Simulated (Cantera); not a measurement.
## Thermodynamics of fluorocarbon and chlorocarbon gases, feed CHF3 + HCl + H2

Feed: 1 mol CHF3, 0.63 mol HCl, 7.2 mol H2, at 0.133 bar.

Method: chemical equilibrium by Gibbs-energy minimisation in Cantera with the NASA 1993 tables (ideal gas, pure condensed phases). Candidate condensed phases: C, C6H6, C7H8, C8H18; 135 gas species. Ions and electrons are included (thermal ionisation). Rates play no part.

From 2227 °C to 2727 °C the condensed part is C(graphite). From 3227 °C to 4727 °C nothing is condensed. The main C-bearing gas is C2H2 (acetylene) at 2227 °C and C at 4727 °C.

```
T (°C)     x H     x H2     x HF      x F     x HCl       x C     x Cl  x C2H2 (acetylene)     x C3  n C(graphite)
------  ------  -------  -------  -------  --------  --------  -------  ------------------  -------  -------------
2227    0.0525    0.582    0.297  5.59e-5    0.0585   1.25e-6  0.00373             0.00630  3.73e-6          0.870
2727     0.269    0.386    0.259  0.00111    0.0370  0.000380   0.0175              0.0240  0.00234          0.250
3227     0.592    0.134    0.188   0.0112    0.0107   0.00811   0.0314             0.00381   0.0106              0
3727     0.729   0.0279    0.100   0.0635   0.00193    0.0344   0.0330             8.13e-5  0.00252              0
4227     0.763  0.00650   0.0272    0.122  0.000413    0.0467   0.0312             6.37e-7  7.12e-5              0
4727     0.772  0.00192  0.00628    0.140  0.000120    0.0481   0.0306             8.13e-9  2.14e-6              0
```
x: gas mole fraction; n: condensed amount in mol.
